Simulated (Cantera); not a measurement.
Charge: 1 mol LiOH, a varied amount of H₂O, held at 36.0 mbar.

Equilibrium computed with Cantera from the NASA thermochemical tables; the gas is ideal and each condensed phase is pure. Candidate condensed phases: H₂O, Li, LiH, LiOH, Li₂O; 17 gas species. Equilibrium is a limit: real reactors are often held back by kinetics, nucleation or transport.

What condenses at these points (T in K, n(H₂O) in mol): (1850, 0.24); (1750, 2.3); (1650, 0.13); (1550, 0.13); (1350, 2.3)?


```csv
T (K),n(H₂O) in mol,condensed phases,Li condensed (%)
1850,0.24,gas only,0.0
1750,2.3,gas only,0.0
1650,0.13,Li₂O,64.4
1550,0.13,Li₂O,83.8
1350,2.3,Li₂O,90.5
```
